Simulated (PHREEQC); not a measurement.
## Brine: speciation

Make-up at 20 °C: 0.056 mol Na2CO3, 0.0048 mol K2SO4 and 2.2e-07 mol H4SiO4 per kg of water. Closed to the air; pH follows from the charge balance.

Computed with PHREEQC (ion-association model, phreeqc.dat).

Precipitation was switched off in this run.

Predict the pH, density, ionic strength.

pH 11.32; density 1.005 g/cm³; ionic strength 0.144 mol/kgw.

In which forms is Na present?

Na+ 84 %, NaCO3- 15 %, NaSO4- 0.6 % of the Na.

Species that the database lacks are ignored.
